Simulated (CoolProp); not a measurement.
Model: reference Helmholtz-energy equation of state, Lemmon 2006, in CoolProp. It is a short technical equation, of lower accuracy than the large ones.

Task: For isopentane, give the phase and the Z, cv (kJ/(kg K)), isothermal compressibility (1/MPa), conductivity (mW/(m K)) at 233.4 K and 46.5 bar; 263.9 K and 46.5 bar; 340.2 K and 46.5 bar.

Result: 
- 233.4 K and 46.5 bar: liquid; Z 0.254, cv 1.46, isothermal compressibility 0.00115, conductivity 126
- 263.9 K and 46.5 bar: liquid; Z 0.234, cv 1.57, isothermal compressibility 0.00151, conductivity 115
- 340.2 K and 46.5 bar: liquid; Z 0.205, cv 1.88, isothermal compressibility 0.00341, conductivity 92.8

Thermal conductivity comes from a separate model (Vassiliou 2015).
